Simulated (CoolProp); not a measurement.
The numbers come from the reference Helmholtz-energy equation of state, Thol 2015 in CoolProp.

Task: For octamethylcyclotetrasiloxane (D4), give the phase and the cv (kJ/(kg K)), speed of sound (m/s) at 346.85 °C and 80.8 bar; 346.85 °C and 108 bar.

Result: 
- 346.85 °C and 80.8 bar: supercritical; cv 2.05, speed of sound 295
- 346.85 °C and 108 bar: supercritical; cv 2.05, speed of sound 347
